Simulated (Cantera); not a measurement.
Charge: 1 mol BN, 1.7 mol Cl2, held at 1373.15 K and 0.100 bar.

Cantera equilibrium calculation (NASA polynomials, part measured and part estimated; ideal gas, pure solids and liquids). Candidate condensed phases: B, BN; 10 gas species. Rates play no part.

Base state: BCl3 0.581, N2 0.291, Cl2 0.104, Cl 0.0235 (mole fractions); condensed: gas only.

Question: What changes in the equilibrium state with this change: temperature from 1373.15 K to 1773.15 K?

Answer: 
```json
[
 {"species": "BCl3", "before": "0.581", "after": "0.542"},
 {"species": "N2", "before": "0.291", "after": "0.271"},
 {"species": "Cl", "before": "0.0235", "after": "0.155"},
 {"species": "Cl2", "before": "0.104", "after": "0.0311"},
 {"species": "BCl2", "before": "2.05e-7", "after": "0.000192"}
]
```
The tables' values for BCl2 are old estimates; treat these amounts as uncertain.
